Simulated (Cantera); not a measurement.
## BCl₃ + H₂O + N₂ (boron, boron nitride and boron oxide)

Feed: 1 mol BCl₃, a varied amount of H₂O, 43 mol N₂, held at 1.20 Torr.

Equilibrium computed with Cantera from the NASA thermochemical tables; the gas is ideal and each condensed phase is pure. Candidate condensed phases: B, BN, B₂O₃, B₃O₃H₃, H₂O, NH₄Cl; 49 gas species. N₂ is the only nitrogen source here; it is nearly inert below about 1500 K, so the nitride shown seldom forms there in practice. The tables' values for BCl₂ are old estimates. Gases not in the tables: H₃BO₃. Rates play no part.

Stable condensed phases:

```
T in °C \ n(H₂O) in mol
         0.41  1.2    2  2.8  3.5  4.3  5.1  5.9  6.7  7.4  8.2    9
   1475     A    A    A    A    A    A    A    A    A    A    A    A
   1375     B    A    A    A    A    A    A    A    A    A    A    A
   1275     B    A    A    A    A    A    A    A    A    A    A    A
   1175     B    C    A    A    A    A    A    A    A    A    A    A
   1075     B    C    C    C    A    A    A    A    A    A    A    A
    975     B    C    C    C    C    C    C    C    C    C    C    C
    875     B    C    C    C    C    C    C    C    C    C    C    C
    775     C    C    C    C    C    C    C    C    C    C    C    C
    675     C    C    C    C    C    C    C    C    C    C    C    C
    575     C    C    C    C    C    C    C    C    C    C    C    C
```

A: gas only; B: BN; C: B₂O₃.
